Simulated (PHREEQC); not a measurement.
Solution (25 °C): 0.00036 mol HCl and 0.00088 mol AlCl3 per kg of water. It is in equilibrium with CO2 at log p = -1 (atm). Otherwise closed; pH follows from the charge balance.

Model: ion-association model, phreeqc.dat, run in PHREEQC.

Precipitation was switched off in this run.

Task: Estimate the pH, specific conductance.

Result: pH 3.45; specific conductance 481 µS/cm.

Task: In which forms is Al present?

Result: Al+3 98 %, AlOH+2 2.0 % of the Al.

Complexes and solids missing from the database can't appear.
